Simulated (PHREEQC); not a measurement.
## Metal-bearing waste water (model solution)

Solution (20 °C): 0.0014 mol/kgw Pb(NO3)2, 4.6e-05 mol/kgw CaCl2, 0.00051 mol/kgw H2SO4 and 0.00013 mol/kgw NaCl. Closed to the air; pH follows from the charge balance.

Equilibrium calculation in PHREEQC: ion-association model, phreeqc.dat.

No solid was allowed to form.

Task: What pH, specific conductance does the model give?

Result: pH 3.03; specific conductance 668 µS/cm.

Task: In which forms is N present?

Result: NO3- 99 %, PbNO3+ 1.3 % of the N.

The solution is supersaturated, for example in Anglesite, so a real one may precipitate; this is no full list.
